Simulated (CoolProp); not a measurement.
Vapour-liquid equilibrium of propylene (1) + n-hexane (2) at 294.5 K; x and y are mole fractions of (1).

Values from CoolProp's multi-fluid Helmholtz-energy mixture model, Lemmon 2013 and Thol 2019; pair parameters Bell 2016.

```
x     bubble pressure (MPa)  y at the bubble point  dew pressure at overall composition x (MPa)  liquid density (mol/L)
----  ---------------------  ---------------------  -------------------------------------------  ----------------------
0.05                    ___                  0.805                                      0.01808                   7.803
0.2                     ___                  0.933                                          ___                   8.341
0.35                    ___                    ___                                          ___                   8.943
0.5                  0.4921                  0.974                                      0.03430                   9.614
0.65                 0.6386                  0.985                                      0.04889                   10.35
0.8                  0.8056                  0.992                                      0.08495                   11.15
0.95                    ___                  0.998                                       0.3071                   11.94
```

Complete the blanks.


- 0.05, bubble pressure (MPa): 0.08704
- 0.2, bubble pressure (MPa): 0.2399
- 0.2, dew pressure at overall composition x (MPa): 0.02147
- 0.35, bubble pressure (MPa): 0.3636
- 0.35, y at the bubble point: 0.960
- 0.35, dew pressure at overall composition x (MPa): 0.02641
- 0.95, bubble pressure (MPa): 0.9887

No azeotrope shows between x = 0.05 and 0.95.

The pair parameters rest on a limited set of measurements; away from them the model extrapolates. The gap from Raoult's law changes sign with composition, which may be real or a fault of the pair parameters; it wasn't checked against measurements.
